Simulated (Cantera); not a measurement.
**Transport properties of process gases**

Gas mixture: NH3 : C3H8 : N2 : CH4 = 0.17 : 0.35 : 0.27 : 0.98 (molar parts), at 2.47 atm, frozen composition.

Cantera's kinetic-theory transport with the Lennard-Jones parameters of GRI-Mech 3.0, ideal gas; thermal conductivity in the multicomponent form. Polar gases are described roughly by these parameters. The composition is frozen, though it would react at the higher temperatures.

```json
[
 {"T (K)": "400", "ρ (kg/m³)": "1.77", "cp (J/kg/K)": "2094", "μ (µPa s)": "14.4", "λ (mW/m/K)": "41.7", "Pr": "0.723", "D (cm²/s) NH3": "0.130", "D (cm²/s) CH4": "0.114", "D (cm²/s) CO2": "0.0964"},
 {"T (K)": "650", "ρ (kg/m³)": "1.09", "cp (J/kg/K)": "2845", "μ (µPa s)": "21.1", "λ (mW/m/K)": "81.6", "Pr": "0.737", "D (cm²/s) NH3": "0.323", "D (cm²/s) CH4": "0.272", "D (cm²/s) CO2": "0.232"},
 {"T (K)": "900", "ρ (kg/m³)": "0.785", "cp (J/kg/K)": "3440", "μ (µPa s)": "26.8", "λ (mW/m/K)": "125", "Pr": "0.740", "D (cm²/s) NH3": "0.579", "D (cm²/s) CH4": "0.477", "D (cm²/s) CO2": "0.410"},
 {"T (K)": "1150", "ρ (kg/m³)": "0.615", "cp (J/kg/K)": "3893", "μ (µPa s)": "31.8", "λ (mW/m/K)": "168", "Pr": "0.739", "D (cm²/s) NH3": "0.889", "D (cm²/s) CH4": "0.724", "D (cm²/s) CO2": "0.624"},
 {"T (K)": "1400", "ρ (kg/m³)": "0.505", "cp (J/kg/K)": "4231", "μ (µPa s)": "36.4", "λ (mW/m/K)": "209", "Pr": "0.737", "D (cm²/s) NH3": "1.25", "D (cm²/s) CH4": "1.01", "D (cm²/s) CO2": "0.871"},
 {"T (K)": "1650", "ρ (kg/m³)": "0.428", "cp (J/kg/K)": "4495", "μ (µPa s)": "40.6", "λ (mW/m/K)": "248", "Pr": "0.737", "D (cm²/s) NH3": "1.65", "D (cm²/s) CH4": "1.33", "D (cm²/s) CO2": "1.15"}
]
```
D: mixture-averaged diffusion coefficient of that species in the mixture.
